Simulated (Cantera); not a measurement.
Standard-state values (1 bar) from the NASA 1993 polynomials, evaluated with Cantera. Values are per mole of reaction as written; species without (g) are pure solids or liquids, kept so even where they would boil at 1 bar.

SiHF3(g) + HF(g) ⇌ SiF4(g) + 2 H(g)

```csv
T (K),ΔH° (kJ),ΔS° (J/K),ΔG° (kJ),log10 K
2348,323.6,95.9,98.3,-2.19
2448,324.3,96.3,88.7,-1.89
2548,…,…,…,…
2648,…,…,…,…
2748,326.5,97.1,59.7,-1.13
2848,327.1,97.3,50.0,-0.92
2948,327.8,97.5,40.2,-0.71
```

### Question
Fill in the missing entries.

### Answer

- 2548, ΔH° (kJ): 325.1
- 2548, ΔS° (J/K): 96.6
- 2548, ΔG° (kJ): 79.0
- 2548, log10 K: -1.62
- 2648, ΔH° (kJ): 325.8
- 2648, ΔS° (J/K): 96.8
- 2648, ΔG° (kJ): 69.4
- 2648, log10 K: -1.37
